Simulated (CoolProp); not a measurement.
c-C4F8 (RC318) along the isobar 3460 kPa: Z from the reference equation and from simpler models built on Tc = 115.2 °C, pc = 2778 kPa, ω = 0.355; each cubic takes its own stable root.

Computed with CoolProp (reference Helmholtz-energy equation of state, Platzer 1990). This equation is an older, rougher fit; its heat capacities, sound speeds and derivatives of the liquid may be far off and weren't checked against measurements.

```
T (°C)          phase  reference  van der Waals  Redlich-Kwong  Soave-Redlich-Kwong  Peng-Robinson
------  -------------  ---------  -------------  -------------  -------------------  -------------
-18.05         liquid     0.1954         0.3103         0.2152               0.2059         0.1826
-5.05          liquid     0.1909         0.3019         0.2107                    …         0.1781
7.85           liquid     0.1873         0.2950         0.2074               0.1974         0.1748
20.75          liquid     0.1845         0.2894         0.2052               0.1949         0.1725
33.65          liquid     0.1826         0.2852         0.2042               0.1937              …
46.65          liquid     0.1816         0.2824         0.2046               0.1939              …
59.55          liquid     0.1817         0.2812              …               0.1958         0.1732
72.45          liquid     0.1833         0.2820         0.2105               0.2000         0.1771
85.35          liquid     0.1869         0.2852         0.2175               0.2075         0.1842
98.35          liquid     0.1942         0.2922         0.2293               0.2210         0.1970
111.25         liquid          …         0.3056         0.2508               0.2473         0.2224
124.15  supercritical     0.2750         0.3338         0.3025               0.3270         0.3025
137.05  supercritical     0.4981         0.4176         0.4581               0.5200         0.4908
150.05  supercritical     0.6064         0.5406         0.5662               0.6215         0.5906
162.95  supercritical     0.6734         0.6119         0.6320               0.6868         0.6557
```

### Question
What belongs in the gaps?

### Answer

- -5.05, Soave-Redlich-Kwong: 0.2011
- 33.65, Peng-Robinson: 0.1713
- 46.65, Peng-Robinson: 0.1715
- 59.55, Redlich-Kwong: 0.2065
- 111.25, reference: 0.2099
